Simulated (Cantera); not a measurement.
Charge: 1 mol CH₂F₂, 0.24 mol H₂, equilibrated at 0.350 bar.

Equilibrium computed with Cantera from the NASA thermochemical tables; the gas is ideal and each condensed phase is pure. Candidate condensed phases: C, C₆H₆, C₇H₈, C₈H₁₈; 95 gas species. Equilibrium is a limit: real reactors are often held back by kinetics, nucleation or transport. All values below are at 2402 °C.

Base state: HF 0.880, H₂ 0.0909, H 0.0263, C₂H₂ (acetylene) 0.00196, F 0.000815, C₂H 5.75e-5, CF 4.39e-5, C₃ 1.80e-5 (mole fractions); condensed: C(graphite).

Q: What changes in the equilibrium state with this change: H₂ from 0.24 to 1.7 mol?

A: 
| species | before | after |
|---|---|---|
| HF | 0.880 | 0.525 |
| H₂ | 0.0909 | 0.410 |
| H | 0.0263 | 0.0559 |
| CH₃ | 1.67e-6 | 1.60e-5 |
| C₄H₂ | 1.75e-5 | 7.89e-5 |
| C₂H₂ (vinylidene) | 2.65e-6 | 1.19e-5 |
| C₂H₂ (acetylene) | 0.00196 | 0.00882 |
| CF | 4.39e-5 | 1.23e-5 |
| C(graphite), mol | 0.990 | 0.930 |
